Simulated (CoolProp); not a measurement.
Vapour-liquid equilibrium of cyclohexane (1) + o-xylene (2) at 242 kPa; x and y are mole fractions of (1).

Computed with CoolProp (multi-fluid Helmholtz-energy mixture model, Zhou 2014 and Zhou 2012; pair parameters Bell 2016).

Task: Give the bubble temperature and the first vapour's composition at x = 0.2, 0.575, 0.875. Is there an azeotrope?

Result: x = 0.2: 426.4 K, y = 0.555; x = 0.575: 401.0 K, y = 0.863; x = 0.875: 389.9 K, y = 0.964. No azeotrope shows between x = 0.05 and 0.95.

Pair parameters are fitted to limited data, so mixtures are less certain than the pure fluids.
